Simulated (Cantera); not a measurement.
A closed system holds: 1 mol Cr₂O₃, 5.2 mol H₂, at 1202 °C.

Equilibrium computed with Cantera from the NASA thermochemical tables; the gas is ideal and each condensed phase is pure. Candidate condensed phases: Cr, Cr₂O₃, H₂O; 13 gas species. Mutual solubility and eutectic melting of coexisting phases are not modelled. Rates play no part.

x: gas mole fraction; n: condensed amount in mol.

```csv
P (Pa),x H₂,x H₂O,x Cr,x H,x CrO,n Cr₂O₃(s),n Cr(s)
10,0.995,0.00195,0.00130,?,7.60e-7,0.997,0
36,0.997,0.00117,0.000781,?,2.73e-7,0.998,0
130,0.998,0.00105,0.000256,?,7.99e-8,0.998,0.00230
460,0.999,0.00105,7.24e-5,?,2.26e-8,0.998,0.00325
1700,0.999,0.00105,1.96e-5,?,6.11e-9,0.998,0.00353
6000,0.999,0.00105,5.55e-6,?,1.73e-9,0.998,0.00360
22000,0.999,0.00105,1.51e-6,?,4.72e-10,0.998,0.00362
77000,0.999,0.00105,4.33e-7,?,1.35e-10,0.998,0.00363
280000,0.999,0.00105,1.19e-7,?,3.71e-11,0.998,0.00363
1000000,0.999,0.00105,3.33e-8,?,1.04e-11,0.998,0.00363
```

Q: Complete the blanks.

A: 
- 10, x H: 0.00129
- 36, x H: 0.000683
- 130, x H: 0.000359
- 460, x H: 0.000191
- 1700, x H: 9.94e-5
- 6000, x H: 5.29e-5
- 22000, x H: 2.76e-5
- 77000, x H: 1.48e-5
- 280000, x H: 7.75e-6
- 1000000, x H: 4.10e-6
